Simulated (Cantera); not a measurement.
An isothermal, constant-pressure homogeneous reactor starts with H₂ : O₂ : N₂ = 0.052 : 1 : 4.1 (molar parts), equivalence ratio 0.026, at 1000 K and 2670 Pa.

Computed with Cantera and the H2/O2 subset of GRI-Mech 3.0, which has no nitrogen chemistry. Radical loss at walls, strong at low pressure, is not modelled.

One state of this run: x H₂ = 3.58e-7; x O₂ = 0.190; x H₂O₂ = 9.12e-9; x H₂O = 0.0101; x H = 9.50e-8; x OH = 1.11e-5. x: mole fraction; the columns are a selection and need not sum to one.

Task: Which value of t (s) does it belong to?
A) 0.0628
B) 50.0
C) 13.1
D) 0.909

Result: D, 0.909
